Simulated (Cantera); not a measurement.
An adiabatic, constant-pressure homogeneous reactor starts with CH4 : O2 : N2 = 1 : 0.952 : 3.58 (molar parts), equivalence ratio 2.1, at 1225 K and 22.0 bar.

Cantera simulation using GRI-Mech 3.0 (53 species, 325 reactions); the numbers are that mechanism's predictions, not measurements. The pressure lies above the range GRI-Mech 3.0 was tuned for (to about 10 atm).

Task: Predict: time of steepest temperature rise; temperature at 1.00 s; equilibrium temperature; x(CH4) at 1.00 s; x(O2) at 1.00 s.

Result: 
| Quantity | Result |
|---|---|
| time of steepest temperature rise | 2.13 ms |
| temperature at 1.00 s | 2252 K |
| equilibrium temperature | 2252 K |
| x(CH4) at 1.00 s | 3.33e-8 (gas-phase equilibrium 3.71e-8) |
| x(O2) at 1.00 s | 4.96e-8 (gas-phase equilibrium 4.96e-8) |
